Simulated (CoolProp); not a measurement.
Vapour-liquid equilibrium of R134a (1) + methanol (2) at 0.0857 bar; x and y are mole fractions of (1).

Values from CoolProp's multi-fluid Helmholtz-energy mixture model, Tillner-Roth 1994 and de Reuck 1993; pair parameters Bell 2016.

```csv
x,bubble temperature (K),y at the bubble point,dew temperature at overall composition x (K),liquid density (mol/L)
0.05,225.7,0.989,___,___
0.2,211.7,0.997,281.8,23.70
0.35,209.8,0.998,___,21.56
0.5,209.0,0.998,274.1,___
0.65,208.0,0.999,___,___
0.8,___,0.999,260.3,16.45
0.95,204.8,1.000,___,15.11
```

Problem. Some entries are withheld; supply them.

Solution. 
- 0.05, dew temperature at overall composition x (K): 284.7
- 0.05, liquid density (mol/L): 25.78
- 0.35, dew temperature at overall composition x (K): 278.3
- 0.5, liquid density (mol/L): 19.64
- 0.65, dew temperature at overall composition x (K): 268.5
- 0.65, liquid density (mol/L): 17.95
- 0.8, bubble temperature (K): 206.6
- 0.95, dew temperature at overall composition x (K): 242.1

No azeotrope shows between x = 0.05 and 0.95.

The pair parameters rest on a limited set of measurements; away from them the model extrapolates. With so large a gap from Raoult's law the liquid may split in two, which this calculation doesn't test in full.
